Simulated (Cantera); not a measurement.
A closed system holds: 1 mol FeS, 560 mol H₂, 0.68 mol H₂O, equilibrated at 2073 K and 2.80 bar.

Equilibrium computed with Cantera from the NASA thermochemical tables; the gas is ideal and each condensed phase is pure. Candidate condensed phases: Fe, FeO, Fe(OH)₂, Fe(OH)₃, FeS, FeSO₄, FeS₂, Fe₂O₃, Fe₂(SO₄)₃, Fe₃O₄, H₂O, H₂SO₄, S; 22 gas species. Equilibrium is a limit: real reactors are often held back by kinetics, nucleation or transport.

Base state: H₂ 0.995, H₂S 0.00160, H 0.00157, H₂O 0.00121, Fe 0.000287, SH 0.000165 (mole fractions); condensed: Fe(l).

Question: What changes in the equilibrium state with this change: temperature from 2073 K to 1248 K?

Answer: 
```json
[
 {"species": "H₂", "before": "0.995", "after": "0.997"},
 {"species": "H₂S", "before": "0.00160", "after": "0.00178"},
 {"species": "H₂O", "before": "0.00121", "after": "0.00121"},
 {"species": "H", "before": "0.00157", "after": "2.79e-7"},
 {"species": "Fe", "before": "0.000287", "after": "<1e-9"},
 {"species": "SH", "before": "0.000165", "after": "3.30e-7"},
 {"species": "Fe(l), mol", "before": "0.839", "after": "0"},
 {"species": "Fe(γ), mol", "before": "0", "after": "1.00"}
]
```
